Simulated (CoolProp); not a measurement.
Vapour-liquid equilibrium of R134a (1) + R227EA (2) at 0.422 bar; x and y are mole fractions of (1).

Model: multi-fluid Helmholtz-energy mixture model, Tillner-Roth 1994 and Lemmon 2016; pair parameters Bell 2016, in CoolProp.

```
x     bubble temperature, mixture model (K)  bubble temperature, Raoult's law (K)  y, mixture model  y, Raoult's law
----  -------------------------------------  ------------------------------------  ----------------  ---------------
0.05                                  237.5                                 237.7             0.088            0.077
0.2                                   235.4                                 236.2             0.307            0.284
0.35                                    ___                                 234.7             0.476            0.461
0.5                                   232.4                                 233.4             0.615            0.614
0.65                                  231.3                                 232.1               ___            0.748
0.8                                   230.4                                 231.0             0.848            0.865
0.95                                    ___                                 229.9             0.961            0.968
```

Problem. What belongs in the gaps?

Solution. 
- 0.35, bubble temperature, mixture model (K): 233.7
- 0.65, y, mixture model: 0.735
- 0.95, bubble temperature, mixture model (K): 229.7

The largest gap from Raoult's law is -1.0 K in bubble temperature, at x = 0.35. No azeotrope shows between x = 0.05 and 0.95.

Pair parameters are fitted to limited data, so mixtures are less certain than the pure fluids.
